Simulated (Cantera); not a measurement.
Cantera run:

```python
import numpy as np
import cantera as ct

gas_names = """
    AL ALH ALO ALOH ALO2 ALO2H AL2 AL2O AL2O2 H HALO HO2 H2 H2O H2O2 O OH O2 O3
""".split()
cond_names = """
    AL(cr) AL(L) AL2O3(a) AL2O3(L) H2O(s) H2O(L)
""".split()


# ... load() reads the species with a 1 bar reference pressure and builds the phases ...
atoms = {
    'Al2O3': {'AL': 2, 'O': 3},
    'H2': {'H': 2},
}
top_T = {}  # K; cautious upper limits of use, not melting points


# ... equilibrate(T, P, feed) seeds the gas with the atoms and calls Mixture.equilibrate('TP', solver="vcs", rtol=1e-11, max_steps=5000) ...
results = []
feed = {'Al2O3': 1, 'H2': 87}  # mol
T = 1873.15  # K
P = 1000  # Pa
mix = equilibrate(T, P, feed)
results.append((T, P, feed, dict(zip(mix.species_names, mix.species_moles))))
print(gas.report(threshold=0.001))
for i in range(1, mix.n_phases):
    print(f"{mix.phase(i).name:16s} {mix.phase_moles(i):12.5e} mol")
```

It prints:

```
       temperature   1873.2 K
          pressure   1000 Pa
           density   0.00012941 kg/m^3
  mean mol. weight   2.0154 kg/kmol
   phase of matter   gas

                          1 kg             1 kmol
                     ---------------   ---------------
          enthalpy        2.4792e+07        4.9966e+07  J
   internal energy        1.7064e+07        3.4392e+07  J
           entropy        1.1148e+05        2.2467e+05  J/K
    Gibbs function       -1.8402e+08       -3.7088e+08  J
 heat capacity c_p             16710             33678  J/K
 heat capacity c_v             12585             25364  J/K

                      mass frac. Y      mole frac. X     chem. pot. / RT
                     ---------------   ---------------   ---------------
                 H         0.0032209         0.0064399           -11.943
                H2           0.99359           0.99329           -23.886
     [  +17 minor]         0.0031919          0.000267

AL(L)             0.00000e+00 mol
AL2O3(a)          9.94777e-01 mol
```

These are equilibrium values from Cantera (NASA tables, ideal gas, pure condensed phases), not measurements of a reactor.
